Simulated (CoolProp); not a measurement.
Values from CoolProp's reference Helmholtz-energy equation of state, Thol 2016.

**Question.** Give the vapour pressure (bar), vapour density (kg/m³), liquid cp (kJ/(kg K)) of saturated hexamethyldisiloxane (MM) at 175.75 °C.

**Answer.** 
```tsv
T (°C)	p (bar)	vapour density (kg/m³)	liquid cp (kJ/(kg K))
175.75	5.92	33.2	2.40
```
